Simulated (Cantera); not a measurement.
What does this Cantera script print?

```python
import numpy as np
import cantera as ct

gas = ct.Solution("gri30.yaml")
gas.TPX = 550, 80000, {'CH4': 1, 'CO': 0.058, 'O2': 1.35, 'N2': 5.09, 'H2O': 0.27}
flame = ct.FreeFlame(gas, width=0.047)
flame.set_refine_criteria(ratio=3, slope=0.08, curve=0.16)
flame.transport_model = "mixture-averaged"
flame.solve(loglevel=0, auto=True)
z, T = flame.grid, flame.T
thick = (T[-1] - T[0]) / np.gradient(T, z).max()
show = ['CH4', 'CO', 'O2', 'CH2O', 'CO2', 'HCO']
print(f"laminar burning velocity  {flame.velocity[0] * 100:.3f} cm/s")
print(f"burnt temperature         {T[-1]:.1f} K")
print(f"thermal thickness         {thick * 1e3:.4f} mm")
print(f"grid points               {len(z)}")
z0 = z[flame.heat_release_rate.argmax()]
print(f"{'z/mm':>9s}{'T/K':>9s}{'u/(m/s)':>9s}" + "".join(f"{s:>11s}" for s in show))
rows = []
for k in (-3, -2, -1.5, -1, -0.5, -0.25, 0, 0.25, 0.5, 1, 2, 4, 8):
    zz = z0 + k * thick
    rows.append([k * thick, np.interp(zz, z, T), np.interp(zz, z, flame.velocity),
                 *(np.interp(zz, z, flame.X[gas.species_index(s)]) for s in show)])
    print(f"{rows[-1][0] * 1e3:9.3f}{rows[-1][1]:9.1f}{rows[-1][2]:9.3f}" + "".join(f"{x:11.3e}" for x in rows[-1][3:]))
```

Result:

```
laminar burning velocity  38.387 cm/s
burnt temperature         2031.4 K
thermal thickness         0.9842 mm
grid points               127
     z/mm      T/K  u/(m/s)        CH4         CO         O2       CH2O        CO2        HCO
   -2.952    550.9    0.386  1.280e-01  7.447e-03  1.729e-01  2.813e-07  9.369e-07  9.342e-18
   -1.968    557.5    0.393  1.265e-01  7.541e-03  1.714e-01  3.715e-06  1.307e-05  3.793e-15
   -1.476    579.9    0.412  1.238e-01  8.059e-03  1.688e-01  2.122e-05  7.906e-05  3.476e-13
   -0.984    692.9    0.500  1.136e-01  1.160e-02  1.588e-01  1.624e-04  6.883e-04  1.453e-10
   -0.492   1112.4    0.822  7.745e-02  3.049e-02  1.170e-01  7.980e-04  5.383e-03  1.868e-07
   -0.246   1465.9    1.099  4.448e-02  5.150e-02  7.471e-02  8.550e-04  1.199e-02  3.852e-06
    0.000   1782.6    1.352  1.473e-02  7.362e-02  3.072e-02  3.780e-04  2.148e-02  1.039e-05
    0.246   1935.1    1.472  3.654e-03  8.278e-02  8.697e-03  1.163e-04  2.965e-02  5.680e-06
    0.492   1986.1    1.510  1.285e-03  8.382e-02  2.370e-03  4.039e-05  3.468e-02  1.989e-06
    0.984   2013.6    1.529  4.178e-04  8.283e-02  2.434e-04  9.406e-06  3.923e-02  3.886e-07
    1.968   2024.8    1.537  1.703e-04  8.213e-02  1.158e-05  2.298e-06  4.152e-02  8.630e-08
    3.937   2029.2    1.540  8.076e-05  8.225e-02  2.277e-06  6.930e-07  4.207e-02  3.276e-08
    7.873   2030.9    1.541  3.145e-05  8.255e-02  1.307e-06  1.979e-07  4.207e-02  1.895e-08
```

Computed with Cantera and GRI-Mech 3.0 (53 species, 325 reactions). Burning velocities carry a grid error of a few per cent, more on coarse grids.
